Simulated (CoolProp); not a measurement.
Computed with CoolProp (reference Helmholtz-energy equation of state, Lemmon 2006). It is a short technical equation, of lower accuracy than the large ones.

**Question.** For carbonyl sulfide, give the phase and the density (kg/m³), isothermal compressibility (1/MPa), fugacity coefficient at 197 K and 0.101 MPa.

**Answer.** 
- 197 K and 0.101 MPa: liquid; density 1230, isothermal compressibility 0.000987, fugacity coefficient 0.249
